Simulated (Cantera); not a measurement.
# Thermodynamics of silicon carbide growth, feed CH₃SiH₃ + HCl + H₂ + C₂H₂

A closed system holds: 1 mol CH₃SiH₃, a varied amount of HCl, 7 mol H₂, 0.066 mol C₂H₂, held at 2125 °C and 1330 Pa.

Method: chemical equilibrium by Gibbs-energy minimisation in Cantera with the NASA 1993 tables (ideal gas, pure condensed phases). Candidate condensed phases: C, C₆H₆, C₇H₈, C₈H₁₈, Si, SiC; 109 gas species. The feed counts by its element totals alone. The tables' values for SiCl are old estimates; treat these amounts as uncertain. Gases not in the tables: Si₂H₆ and higher silanes. Equilibrium is a limit: real reactors are often held back by kinetics, nucleation or transport.

```json
[
 {"n(HCl) (mol)": "0.091", "log p H₂": "-1.96", "log p H": "-2.78", "log p HCl": "-4.02", "log p Si": "-3.40", "log p SiC₂": "-4.12", "log p C₂H₂ (acetylene)": "-4.12", "log p Cl": "-4.99", "n C(graphite)": "0.330", "n SiC(s)": "0.504"},
 {"n(HCl) (mol)": "0.13", "log p H₂": "-1.96", "log p H": "-2.78", "log p HCl": "-3.87", "log p Si": "-3.40", "log p SiC₂": "-4.12", "log p C₂H₂ (acetylene)": "-4.12", "log p Cl": "-4.84", "n C(graphite)": "0.332", "n SiC(s)": "0.502"},
 {"n(HCl) (mol)": "0.17", "log p H₂": "-1.96", "log p H": "-2.78", "log p HCl": "-3.76", "log p Si": "-3.40", "log p SiC₂": "-4.12", "log p C₂H₂ (acetylene)": "-4.12", "log p Cl": "-4.73", "n C(graphite)": "0.335", "n SiC(s)": "0.499"},
 {"n(HCl) (mol)": "0.21", "log p H₂": "-1.97", "log p H": "-2.78", "log p HCl": "-3.67", "log p Si": "-3.40", "log p SiC₂": "-4.12", "log p C₂H₂ (acetylene)": "-4.13", "log p Cl": "-4.64", "n C(graphite)": "0.337", "n SiC(s)": "0.495"},
 {"n(HCl) (mol)": "0.25", "log p H₂": "-1.97", "log p H": "-2.79", "log p HCl": "-3.60", "log p Si": "-3.40", "log p SiC₂": "-4.12", "log p C₂H₂ (acetylene)": "-4.13", "log p Cl": "-4.56", "n C(graphite)": "0.340", "n SiC(s)": "0.492"},
 {"n(HCl) (mol)": "0.29", "log p H₂": "-1.97", "log p H": "-2.79", "log p HCl": "-3.53", "log p Si": "-3.40", "log p SiC₂": "-4.12", "log p C₂H₂ (acetylene)": "-4.13", "log p Cl": "-4.50", "n C(graphite)": "0.342", "n SiC(s)": "0.489"},
 {"n(HCl) (mol)": "0.33", "log p H₂": "-1.97", "log p H": "-2.79", "log p HCl": "-3.48", "log p Si": "-3.40", "log p SiC₂": "-4.12", "log p C₂H₂ (acetylene)": "-4.13", "log p Cl": "-4.45", "n C(graphite)": "0.345", "n SiC(s)": "0.486"},
 {"n(HCl) (mol)": "0.37", "log p H₂": "-1.97", "log p H": "-2.79", "log p HCl": "-3.43", "log p Si": "-3.40", "log p SiC₂": "-4.12", "log p C₂H₂ (acetylene)": "-4.13", "log p Cl": "-4.40", "n C(graphite)": "0.348", "n SiC(s)": "0.482"},
 {"n(HCl) (mol)": "0.41", "log p H₂": "-1.97", "log p H": "-2.79", "log p HCl": "-3.39", "log p Si": "-3.40", "log p SiC₂": "-4.12", "log p C₂H₂ (acetylene)": "-4.13", "log p Cl": "-4.35", "n C(graphite)": "0.350", "n SiC(s)": "0.479"},
 {"n(HCl) (mol)": "0.45", "log p H₂": "-1.97", "log p H": "-2.79", "log p HCl": "-3.35", "log p Si": "-3.40", "log p SiC₂": "-4.12", "log p C₂H₂ (acetylene)": "-4.14", "log p Cl": "-4.32", "n C(graphite)": "0.353", "n SiC(s)": "0.475"},
 {"n(HCl) (mol)": "0.49", "log p H₂": "-1.98", "log p H": "-2.79", "log p HCl": "-3.32", "log p Si": "-3.40", "log p SiC₂": "-4.12", "log p C₂H₂ (acetylene)": "-4.14", "log p Cl": "-4.28", "n C(graphite)": "0.356", "n SiC(s)": "0.471"},
 {"n(HCl) (mol)": "0.53", "log p H₂": "-1.98", "log p H": "-2.79", "log p HCl": "-3.29", "log p Si": "-3.40", "log p SiC₂": "-4.12", "log p C₂H₂ (acetylene)": "-4.14", "log p Cl": "-4.25", "n C(graphite)": "0.359", "n SiC(s)": "0.468"}
]
```
log p: log10 of the partial pressure in bar; n: condensed amount in mol.

From 0.091 mol HCl to 0.53 mol HCl the condensed part is C(graphite) + SiC(s). The main Si-bearing gas is Si throughout. The share of Si in condensed phases is highest at 0.091 mol HCl (50.4 %) and lowest at 0.53 mol HCl (46.8 %).
